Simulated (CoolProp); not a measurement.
A single-stage vapour-compression cycle with propylene: evaporating at 197.15 K (dew point), condensing at 225.15 K (bubble point), superheat 0 K, subcooling 5 K, compressor efficiency 0.6, no pressure losses. Each further row changes one setting.

The numbers come from the reference Helmholtz-energy equation of state, Lemmon 2013 in CoolProp.

```tsv
case	cooling COP	pressure ratio	discharge temperature (K)	refrigerating effect (kJ/kg)	volumetric capacity (kJ/m³)
as stated	3.91	4.43	279.6	419	245
evaporating temperature 202.15 K	4.98	3.28	268.4	425	328
condensing temperature 220.15 K	4.85	3.50	266.5	430	252
subcooling 10 K	4.01	4.43	279.6	430	252
superheat 10 K	3.83	4.43	291.2	432	240
compressor efficiency 0.5	3.26	4.43	293.7	419	245
```
